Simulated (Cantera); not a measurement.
Charge: 1 mol PbO, 4.8 mol H2, 9.9 mol H2O, at 17000 Pa.

These are equilibrium values from Cantera (NASA tables, ideal gas, pure condensed phases), not measurements of a reactor. Candidate condensed phases: H2O, Pb, PbO, PbO2, Pb3O4; 12 gas species. Equilibrium is a limit: real reactors are often held back by kinetics, nucleation or transport. All values below are at 1225 K.

Base state: H2O 0.737, H2 0.257, Pb 0.00550 (mole fractions); condensed: Pb(l).

Task: What changes in the equilibrium state with this change: pressure from 17000 Pa to 69.0 Pa?

Result: 
```
species      before   after
----------  -------  ------
H2O           0.737   0.694
H2            0.257   0.242
Pb          0.00550  0.0637
Pb(l), mol    0.919       0
```
